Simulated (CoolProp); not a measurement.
Ethanol along the isobar 0.996 MPa: density (kg/m³) from the reference equation and from simpler models built on Tc = 514.7 K, pc = 6.268 MPa, ω = 0.644; each cubic takes its own stable root.

The numbers come from the reference Helmholtz-energy equation of state, Schroeder 2014 in CoolProp.

```csv
T (K),phase,reference,Soave-Redlich-Kwong,Peng-Robinson
328.9,liquid,758.9,644.5,726.0
338.2,liquid,750.4,636.2,717.1
347.5,liquid,741.5,627.5,707.7
356.8,liquid,732.3,618.2,697.7
366.1,liquid,722.8,608.4,687.1
375.4,liquid,712.7,598.0,675.7
384.7,liquid,702.1,586.9,663.5
394,liquid,690.8,575.0,650.5
403.3,liquid,678.7,562.2,636.4
412.6,liquid,665.6,548.4,621.1
421.9,liquid,651.5,533.4,604.5
431.1,gas,14.69,14.48,14.59
440.4,gas,14.14,14.03,14.13
449.7,gas,13.65,13.61,13.71
459,gas,13.22,13.22,13.31
```
